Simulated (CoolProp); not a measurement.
Dimethyl ether along the isotherm 377.1 K: fugacity coefficient from the reference equation and from simpler models built on Tc = 400.4 K, pc = 5.337 MPa, ω = 0.196; each cubic takes its own stable root.

Model: reference Helmholtz-energy equation of state, Wu 2011, in CoolProp.

| p (MPa) | phase | reference |
|---|---|---|
| 2.22 | gas | 0.8240 |
| 4.45 | liquid | 0.5863 |
| 6.67 | liquid | 0.4170 |
| 8.89 | liquid | 0.3327 |
| 11.1 | liquid | 0.2829 |
| 13.3 | liquid | 0.2503 |
| 15.6 | liquid | 0.2266 |
| 17.8 | liquid | 0.2101 |
| 20 | liquid | 0.1978 |
| 22.2 | liquid | 0.1883 |
| 24.5 | liquid | 0.1806 |
| 26.7 | liquid | 0.1749 |

Question: How far does each simpler model (van der Waals, Redlich-Kwong, Soave-Redlich-Kwong, Peng-Robinson) lie from the reference over these 12 states: mean and median of the absolute difference, and the worst?

Answer: 
- van der Waals: mean 34.3 %, median 35.5 %, worst +55.2 % at 377.1 K and 26.7 MPa
- Redlich-Kwong: mean 10.9 %, median 11.7 %, worst +15.4 % at 377.1 K and 26.7 MPa
- Soave-Redlich-Kwong: mean 6.9 %, median 7.4 %, worst +10.6 % at 377.1 K and 26.7 MPa
- Peng-Robinson: mean 0.3 %, median 0.3 %, worst -0.7 % at 377.1 K and 2.22 MPa
